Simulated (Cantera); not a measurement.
Input: 1 mol SiCl₄, 0.065 mol O₃, 73 mol N₂, at 277 °C and 0.0280 bar.

Cantera equilibrium calculation (NASA polynomials, part measured and part estimated; ideal gas, pure solids and liquids). Candidate condensed phases: Si, SiO₂, Si₂N₂O, Si₃N₄; 23 gas species. Rates play no part.

Base state: N₂ 0.985, SiCl₄ 0.0122, Cl₂ 0.00263 (mole fractions); condensed: SiO₂(α-quartz).

Problem. What changes in the equilibrium state with this change: temperature from 277 °C to 1750 °C?

Solution. 
| species | before | after |
|---|---|---|
| N₂ | 0.985 | 0.957 |
| Cl | <1e-9 | 0.0298 |
| SiCl₂ | <1e-9 | 0.00922 |
| SiCl₄ | 0.0122 | 0.000161 |
| SiO | <1e-9 | 0.00256 |
| SiCl₃ | <1e-9 | 0.00116 |
| SiCl | <1e-9 | 1.01e-5 |
| SiO₂(α-quartz), mol | 0.0975 | 0 |
The tables' values for SiCl₃, SiCl are old estimates; treat these amounts as uncertain.

Problem. What changes in the equilibrium state with this change: temperature from 277 °C to 1577 °C?

Solution. 
| species | before | after |
|---|---|---|
| N₂ | 0.985 | 0.964 |
| Cl | <1e-9 | 0.0227 |
| SiCl₂ | <1e-9 | 0.00478 |
| SiCl₄ | 0.0122 | 0.00282 |
| SiCl₃ | <1e-9 | 0.00303 |
| SiO | <1e-9 | 0.00257 |
| Cl₂ | 0.00263 | 9.15e-5 |
| SiO₂(α-quartz), mol | 0.0975 | 0 |
The tables' values for SiCl₃ are old estimates; treat these amounts as uncertain.
